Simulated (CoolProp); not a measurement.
Fluoroethane (R161) along the isotherm -62.45 °C: Z from the reference equation and from simpler models built on Tc = 102.1 °C, pc = 5.010 MPa, ω = 0.216; each cubic takes its own stable root.

The numbers come from the reference Helmholtz-energy equation of state, Wu 2012 in CoolProp.

| p (MPa) | phase | reference | van der Waals | Peng-Robinson |
|---|---|---|---|---|
| 0.0158 | gas | 0.9928 | 0.9965 | 0.9941 |
| 0.0239 | gas | 0.9891 | 0.9947 | 0.9911 |
| 0.036 | liquid | 0.001159 | 0.9919 | 0.001190 |
| 0.0543 | liquid | 0.001749 | 0.9878 | 0.001795 |
| 0.0819 | liquid | 0.002637 | 0.9814 | 0.002707 |
| 0.124 | liquid | 0.003993 | 0.9716 | 0.004099 |
| 0.186 | liquid | 0.005989 | 0.9568 | 0.006147 |
| 0.281 | liquid | 0.009046 | 0.9331 | 0.009286 |
| 0.424 | liquid | 0.01365 | 0.02383 | 0.01401 |
| 0.64 | liquid | 0.02060 | 0.03594 | 0.02114 |
| 0.965 | liquid | 0.03104 | 0.05411 | 0.03186 |
| 1.46 | liquid | 0.04694 | 0.08171 | 0.04818 |
| 2.2 | liquid | 0.07068 | 0.1228 | 0.07253 |
| 3.31 | liquid | 0.1062 | 0.1839 | 0.1090 |
| 5 | liquid | 0.1602 | 0.2762 | 0.1643 |

At some of these states van der Waals gives the other phase, because its saturation line lies elsewhere.
